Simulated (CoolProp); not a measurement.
Properties of cyclohexane along the isotherm 346.85 °C.

Values from CoolProp's reference Helmholtz-energy equation of state, Zhou 2014.

```json
[
 {"p (MPa)": "4.53", "phase": "supercritical", "expansivity (1/kK)": "5.270", "fugacity coefficient": "0.7517"},
 {"p (MPa)": "9.07", "phase": "supercritical", "expansivity (1/kK)": "8.059", "fugacity coefficient": "0.5454"},
 {"p (MPa)": "13.6", "phase": "supercritical", "expansivity (1/kK)": "3.751", "fugacity coefficient": "0.4397"},
 {"p (MPa)": "18.1", "phase": "supercritical", "expansivity (1/kK)": "2.596", "fugacity coefficient": "0.3887"},
 {"p (MPa)": "22.7", "phase": "supercritical", "expansivity (1/kK)": "2.057", "fugacity coefficient": "0.3617"},
 {"p (MPa)": "27.2", "phase": "supercritical", "expansivity (1/kK)": "1.749", "fugacity coefficient": "0.3486"},
 {"p (MPa)": "31.7", "phase": "supercritical", "expansivity (1/kK)": "1.543", "fugacity coefficient": "0.3437"},
 {"p (MPa)": "36.3", "phase": "supercritical", "expansivity (1/kK)": "1.391", "fugacity coefficient": "0.3446"},
 {"p (MPa)": "40.8", "phase": "supercritical", "expansivity (1/kK)": "1.277", "fugacity coefficient": "0.3497"}
]
```
